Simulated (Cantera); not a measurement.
**Hydrocarbon pyrolysis for carbon deposition**

A perfectly stirred reactor is fed with 3.57 % C₂H₆, 96.4 % N₂, at 165 Torr; it is held at 1550 K, and followed from long to short residence time.

Detailed kinetics in Cantera: GRI-Mech 3.0 (53 species, 325 reactions). GRI-Mech 3.0 stops at C3 and has no aromatics, soot or wall deposition, so with more carbon than oxygen in the feed, carbon stays in small species such as C2H2 where larger ones or solid carbon would form.

| τ (s) | x C₂H₆ | x HCN | x H₂ | x CH₂ | x H | x CH₄ | x C₂H |
|---|---|---|---|---|---|---|---|
| 0.94 | 3.28e-5 | 1.32e-6 | 0.0574 | 5.96e-8 | 4.33e-5 | 0.00620 | 5.77e-8 |
| 0.34 | 7.31e-5 | 1.27e-6 | 0.0561 | 1.16e-7 | 5.67e-5 | 0.00691 | 7.58e-8 |
| 0.12 | 0.000167 | 1.17e-6 | 0.0541 | 2.26e-7 | 7.31e-5 | 0.00781 | 9.81e-8 |
| 0.045 | 0.000369 | 1.03e-6 | 0.0514 | 4.14e-7 | 9.02e-5 | 0.00884 | 1.21e-7 |
| 0.016 | 0.000867 | 8.50e-7 | 0.0472 | 7.59e-7 | 0.000108 | 0.00993 | 1.42e-7 |
| 0.0059 | 0.00201 | 6.76e-7 | 0.0412 | 1.31e-6 | 0.000123 | 0.0105 | 1.53e-7 |
| 0.0021 | 0.00483 | 5.11e-7 | 0.0327 | 2.18e-6 | 0.000131 | 0.00973 | 1.38e-7 |
| 0.00077 | 0.0108 | 3.63e-7 | 0.0224 | 3.13e-6 | 0.000124 | 0.00696 | 8.99e-8 |
| 0.00028 | 0.0203 | 2.30e-7 | 0.0119 | 3.55e-6 | 0.000104 | 0.00333 | 3.66e-8 |
| 0.00010 | 0.0293 | 1.09e-7 | 0.00422 | 2.74e-6 | 7.28e-5 | 0.000999 | 7.76e-9 |
x: mole fraction; the columns are a selection and need not sum to one.
